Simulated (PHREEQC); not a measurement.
A solution holds 1.5 mmol/kgw Cu(NO3)2, 0.18 mmol/kgw HCl and 0.055 mmol/kgw Na2SO4, at 25 °C. Closed to the air; pH follows from the charge balance.

All values are PHREEQC results (ion-association model, phreeqc.dat), not measurements.

No solid was allowed to form.

Predict the pH, specific conductance.

pH 3.77; specific conductance 436 µS/cm.

In which forms is S present?

SO4-2 84 %, CuSO4 14 %, HSO4- 1.1 % of the S.

Complexes and solids missing from the database can't appear.
